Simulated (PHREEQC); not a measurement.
Dissolve 0.00025 mol CuSO4, 0.012 mol HBF4 and 7.6e-06 mol KCl per kg of water at 25 °C. It is in equilibrium with CO2 at log p = -3.5 (atm). Otherwise closed; pH follows from the charge balance.

Computed with PHREEQC (ion-association model, phreeqc.dat).

No solid was allowed to form.

Problem. Order these F species by the share of F that they hold, largest first: BF3OH-, BF4-, BF2(OH)2-, F-, HF.

Solution. BF4- (82 %), HF (13 %), BF3OH- (3.6 %), F- (0.99 %), BF2(OH)2- (0.52 %)

The pH is 2.00 and the ionic strength 0.0118 mol/kgw. Real BF4- forms and hydrolyses slowly; the run takes it at equilibrium.
